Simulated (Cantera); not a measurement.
An adiabatic, constant-pressure homogeneous reactor starts with CH4 : O2 : N2 : H2O = 1 : 1.43 : 5.37 : 1.9 (molar parts), equivalence ratio 1.4, at 1600 K and 0.987 atm.

Detailed kinetics in Cantera: GRI-Mech 3.0 (53 species, 325 reactions).

One state of this run: T (K) = 2589; x CH4 = <1e-12; x O2 = 0.00194; x H2O = 0.303; x OH = 0.0102; x HCO = 6.30e-8; x C2H4 = <1e-12. x: mole fraction; the columns are a selection and need not sum to one.

Problem. Which value of t (s) does it belong to?
(A) 2.00
(B) 0.000127
(C) 4.84e-5
(D) 0.000878

Solution. A, 2.00
